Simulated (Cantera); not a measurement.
# Pyrogenic steam for wet oxidation

An isothermal, constant-pressure homogeneous reactor starts with H2 : O2 : N2 = 1.5 : 1 : 11 (molar parts), equivalence ratio 0.75, at 1150 K and 0.120 bar.

Detailed kinetics in Cantera: the H2/O2 subset of GRI-Mech 3.0, which has no nitrogen chemistry. The temperature is held fixed by assumption; the heat of reaction is taken as removed at once.

```csv
t (s),x H2,x O2,x H2O,x H,x H2O2,x O
5.00e-5,0.111,0.0741,5.90e-10,1.63e-9,1.63e-12,2.08e-10
0.000283,0.111,0.0741,1.94e-7,1.70e-7,6.27e-11,2.62e-8
0.00160,0.0118,0.0305,0.0804,0.0395,2.67e-7,0.00719
0.00909,0.00232,0.0207,0.114,0.00210,4.66e-7,0.000728
0.0515,6.62e-5,0.0196,0.118,8.46e-6,1.47e-7,1.78e-5
0.291,2.46e-6,0.0196,0.118,6.99e-8,1.37e-8,7.41e-7
1.65,2.32e-7,0.0196,0.118,2.25e-9,1.74e-9,7.66e-8
9.35,3.52e-8,0.0196,0.118,1.38e-10,2.91e-10,1.19e-8
53.0,1.12e-8,0.0196,0.118,2.46e-11,9.22e-11,3.65e-9
300,1.05e-8,0.0196,0.118,2.22e-11,8.57e-11,3.38e-9
```
x: mole fraction; the columns are a selection and need not sum to one.

Equilibrium at this temperature and pressure: H2 1.05e-8, O2 0.0196, H2O 0.118, H 2.22e-11, H2O2 8.57e-11, O 3.38e-9 (gas phase only).
